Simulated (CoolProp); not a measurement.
Vapour pressure (bar) of ethylene: the reference equation beside estimates from Tc = 9.2 °C, pc = 50.42 bar, ω = 0.087. Clausius-Clapeyron is anchored at -76.55 °C with a constant enthalpy of vaporisation of 12.31 kJ/mol.

The numbers come from the reference Helmholtz-energy equation of state, Smukala 2000 in CoolProp.

```tsv
T (°C)	reference	Lee-Kesler	Clausius-Clapeyron	van der Waals	Redlich-Kwong	Soave-Redlich-Kwong	Peng-Robinson
-114.95	0.4978	0.4924	0.6356	2.916	0.4843	0.4913	0.5112
-105.35	0.9224	0.9147	1.086	4.144	0.9332	0.9128	0.9372
-95.75	1.587	1.579	1.750	5.686	1.648	1.576	1.601
-86.15	2.569	2.563	2.685	7.573	2.713	2.559	2.579
-76.55	3.952	3.951	3.952	9.836	4.215	3.949	3.955
-66.95	5.826	5.831	5.611	12.50	6.241	5.841	5.823
-57.35	8.283	8.294	7.722	15.60	8.879	8.330	8.277
-47.75	11.42	11.43	10.34	19.14	12.21	11.52	11.42
-38.05	15.39	15.39	13.56	23.20	16.37	15.55	15.41
-28.45	20.21	20.19	17.36	27.71	21.34	20.45	20.26
-18.85	26.04	26.01	21.81	32.72	27.24	26.36	26.15
```

Absolute difference from the reference over all 11 rows, mean and median: Lee-Kesler 0.3 and 0.1 %, Clausius-Clapeyron 11.1 and 10.3 %, van der Waals 165.5 and 114.6 %, Redlich-Kwong 5.3 and 5.6 %, Soave-Redlich-Kwong 0.8 and 0.9 %, Peng-Robinson 0.6 and 0.2 %.
